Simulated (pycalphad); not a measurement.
Source of the numbers: pycalphad with the COST 507 light-alloy database (1999); pressure 1 atm. These are 1990s assessments: newer ones move some temperatures and phases. Phase fractions are per mole of atoms.

Task: Give the equilibrium state of Si-11.16Al (wt.%) at 1130 K.

Result: DIAMOND_A4, fraction 0.830, with <0.01 Al wt.%; LIQUID, fraction 0.170, with 67.1 Al wt.%.

Task: Give the equilibrium state of Si-11.16Al (wt.%) at 850 K.

Result: 
```
T = 850.00 K, P = 101325 Pa, N = 1 mol of atoms
G = -24689 J/mol, H = 13401 J/mol, S = 44.81 J/(mol K)  (SER reference)
chemical potentials (J/mol): Si -23592, Al -33077
phase             fraction      x(Si)      x(Al)
DIAMOND_A4          0.8827     1.0000   8.94e-07
FCC_A1              0.1173     0.0149     0.9851
```

FCC_A1 is fcc; DIAMOND_A4 is diamond (Si).
